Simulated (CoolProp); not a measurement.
Aqueous potassium formate as a coolant, at 17 °C, 1 atm.

The numbers come from the Melinder's fits for secondary coolants in CoolProp.

```tsv
mass %	freezing point (°C)	density (kg/m³)	cp (kJ/(kg K))	conductivity (W/(m K))	Prandtl number
4.7	-2.1	1029	4.005	0.584	?
9.2	-4.5	1056	3.838	?	8.34
13.7	-7.2	1083	3.674	0.567	8.55
18.1	-10.2	1111	3.520	0.559	8.88
22.6	?	1140	3.368	0.551	9.34
27.1	-18.0	1171	3.225	0.543	9.89
31.6	?	?	3.092	0.534	10.5
36.1	-29.0	1234	2.970	0.523	11.2
40.6	-36.0	1268	2.858	0.512	12.1
```

Q: Fill in the missing entries.

A: 
- 4.7, Prandtl number: 8.12
- 9.2, conductivity (W/(m K)): 0.575
- 22.6, freezing point (°C): -13.8
- 31.6, freezing point (°C): -23.0
- 31.6, density (kg/m³): 1202
